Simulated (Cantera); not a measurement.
Input: 1 mol BCl3, a varied amount of H2, at 1402 °C and 0.00790 bar.

These are equilibrium values from Cantera (NASA tables, ideal gas, pure condensed phases), not measurements of a reactor. Candidate condensed phases: B; 13 gas species. Gases not in the tables: BHCl2. Rates play no part.

Task: What share of the B ends up in condensed phases as a function of n(H2) (mol), at 5.5, 7.4, 10, 13, 18, 25, 33, 45?

Result: 
```tsv
n(H2) (mol)	B condensed (%)	as
5.5	82.7	B(s)
7.4	87.0	B(s)
10	89.9	B(s)
13	91.5	B(s)
18	92.7	B(s)
25	93.4	B(s)
33	93.7	B(s)
45	93.9	B(s)
```
